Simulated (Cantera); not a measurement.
Mixture: 8.95 % CO, 7.16 % H2, 0.564 % CH4, 21.4 % O2, 61.9 % N2, at 0.880 bar, adiabatic and at constant volume. Ignition delay is the time to a rise of 400 K.

Cantera simulation using GRI-Mech 3.0 (53 species, 325 reactions); the numbers are that mechanism's predictions, not measurements. Below about 1000 K GRI-Mech 3.0 lacks low-temperature oxidation paths. Below about 950 K walls govern HO2 and H2O2 in real vessels. Where the delays flatten at high temperature, the 400 K rule measures the pace of heat release, not the induction time.

Problem. Predict: delay at 875 K; delay at 975 K; delay at 1075 K; delay at 1175 K; delay at 1275 K.

Solution. 
```
Quantity            Value
---------------  --------
delay at 875 K    0.187 s
delay at 975 K   0.750 ms
delay at 1075 K  0.166 ms
delay at 1175 K   83.7 µs
delay at 1275 K   54.3 µs
```
